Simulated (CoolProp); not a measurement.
Values from CoolProp's reference Helmholtz-energy equation of state, Gao 2022.

Task: For n-perfluorohexane, give the phase and the Z, speed of sound (m/s), Joule-Thomson coefficient (K/MPa), isothermal compressibility (1/MPa) at 83.25 °C and 0.593 MPa; 21.35 °C and 0.0949 MPa.

Result: 
- 83.25 °C and 0.593 MPa: liquid; Z 0.0453, speed of sound 353, Joule-Thomson coefficient -0.0803, isothermal compressibility 0.00659
- 21.35 °C and 0.0949 MPa: liquid; Z 0.00777, speed of sound 525, Joule-Thomson coefficient -0.282, isothermal compressibility 0.00264
